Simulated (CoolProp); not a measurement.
Vapour-liquid equilibrium of R114 (1) + n-hexane (2) at 603 kPa; x and y are mole fractions of (1).

The numbers come from the multi-fluid Helmholtz-energy mixture model, Platzer 1990 and Thol 2019; pair parameters Bell 2016 in CoolProp. This equation is an older, rougher fit; its heat capacities, sound speeds and derivatives of the liquid may be far off and weren't checked against measurements.

```csv
x,bubble temperature (K),y at the bubble point,dew temperature at overall composition x (K),liquid density (mol/L)
0.05,402.0,0.203,409.7,___
0.2,379.0,0.572,402.1,6.719
0.35,___,0.741,393.8,6.975
0.5,354.8,0.833,___,7.178
0.65,___,0.894,372.8,7.358
0.8,___,___,358.5,7.537
0.95,336.4,___,340.7,___
```

Problem. Fill in the missing entries.

Solution. 
- 0.05, liquid density (mol/L): 6.361
- 0.35, bubble temperature (K): 364.5
- 0.5, dew temperature at overall composition x (K): 384.2
- 0.65, bubble temperature (K): 347.6
- 0.8, bubble temperature (K): 341.8
- 0.8, y at the bubble point: 0.941
- 0.95, y at the bubble point: 0.985
- 0.95, liquid density (mol/L): 7.729

No azeotrope shows between x = 0.05 and 0.95.

Pair parameters are fitted to limited data, so mixtures are less certain than the pure fluids.
